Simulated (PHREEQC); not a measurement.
Make-up at 20 °C: 97 mmol/kgw HF, 2 mmol/kgw (CH3)4NF, 0.35 mmol/kgw H4SiO4 and 1.2 mmol/kgw H2SO4. Closed to the air; pH follows from the charge balance.

The numbers come from PHREEQC with the ion-association model, phreeqc.dat.

Task: The ionic strength comes out as 0.0135 mol/kgw. What activity coefficients do H+, SO4-2, HSO4-, HF2-, SiF6-2 get?

Result: H+ 0.90, SO4-2 0.63, HSO4- 0.89, HF2- 0.89, SiF6-2 0.63.

No solid was allowed to form. (CH3)4N+ isn't in the database: it is added as a free cation with an ion size of 4 Å. SiF6-2 is the database's only silicon fluoride.
